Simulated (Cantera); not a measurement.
Input (Python, Cantera) and output of one run.

```python
import numpy as np
import cantera as ct

gas_names = """
    C CO COS CO2 CS CS2 C2 C2O C3 C3O2 C4 C5 Fe FeC5O5 FeO O O2 O3 S SO SO2 SO3 S2 S2O S8
""".split()
cond_names = """
    C(gr) Fe(a) Fe(c) Fe(d) Fe(L) FeC5O5(L) FeO(s) FeO(L) FeS(a) FeS(b) FeS(c) FeS(L) FeSO4(s) FeS2(s)
    Fe2O3(s) Fe2S3O12(s) Fe3O4(s) S(cr1) S(cr2) S(L)
""".split()


# ... load() reads the species with a 1 bar reference pressure and builds the phases ...
atoms = {
    'FeS': {'Fe': 1, 'S': 1},
    'SO3': {'S': 1, 'O': 3},
    'CO2': {'C': 1, 'O': 2},
}
top_T = {'C(gr)': 4500, 'FeSO4(s)': 950, 'FeS2(s)': 1010, 'Fe2O3(s)': 1830, 'Fe2S3O12(s)': 1100, 'Fe3O4(s)': 1870}  # K; cautious upper limits of use, not melting points


# ... equilibrate(T, P, feed) seeds the gas with the atoms and calls Mixture.equilibrate('TP', solver="vcs", rtol=1e-11, max_steps=5000) ...
results = []
feed = {'FeS': 1, 'SO3': 4.3, 'CO2': 3.6}  # mol
T = 1800  # K
P = 101325  # Pa
mix = equilibrate(T, P, feed)
results.append((T, P, feed, dict(zip(mix.species_names, mix.species_moles))))
x = sorted(zip(gas.X, gas.species_names), reverse=True)
print(f"T = {T:g} K  P = {P:g} Pa  gas = {mix.phase_moles(0):.4g} mol")
print("   x: " + "  ".join(f"{s} {v:.3e}" for v, s in x if v > 1e-06))
print("   condensed (mol): " + ("  ".join(f"{mix.phase(i).name} {mix.phase_moles(i):.4g}"
      for i in range(1, mix.n_phases) if mix.phase_moles(i) > 1e-12) or "none"))
```

Result:

```
T = 1800 K  P = 101325 Pa  gas = 9.379 mol
   x: SO2 5.637e-01  CO2 3.835e-01  O2 5.104e-02  SO3 1.348e-03  CO 3.470e-04  SO 4.910e-05  O 2.731e-05
   condensed (mol): Fe3O4(s) 0.3333
```

These are equilibrium values from Cantera (NASA tables, ideal gas, pure condensed phases), not measurements of a reactor.
